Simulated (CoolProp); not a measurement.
A single-stage vapour-compression cycle with dimethyl ether: evaporating at 277.15 K (dew point), condensing at 321.15 K (bubble point), superheat 0 K, subcooling 8 K, compressor efficiency 0.75, no pressure losses. Each further row changes one setting.

The numbers come from the reference Helmholtz-energy equation of state, Wu 2011 in CoolProp.

```
case                              cooling COP  pressure ratio  discharge temperature (K)  refrigerating effect (kJ/kg)  volumetric capacity (kJ/m³)
--------------------------------  -----------  --------------  -------------------------  ----------------------------  ---------------------------
as stated                                4.15            3.56                      343.1                           342                         2270
evaporating temperature 282.15 K         4.86            3.01                      339.9                           347                            …
condensing temperature 316.15 K          4.79               …                      336.3                           355                         2350
subcooling 13 K                             …            3.56                      343.1                           355                         2350
superheat 10 K                           4.14            3.56                      353.7                           358                            …
compressor efficiency 0.65               3.60            3.56                      350.0                           342                         2270
```

### Question
Fill in the missing entries.

### Answer

- evaporating temperature 282.15 K, volumetric capacity (kJ/m³): 2700
- condensing temperature 316.15 K, pressure ratio: 3.14
- subcooling 13 K, cooling COP: 4.30
- superheat 10 K, volumetric capacity (kJ/m³): 2260
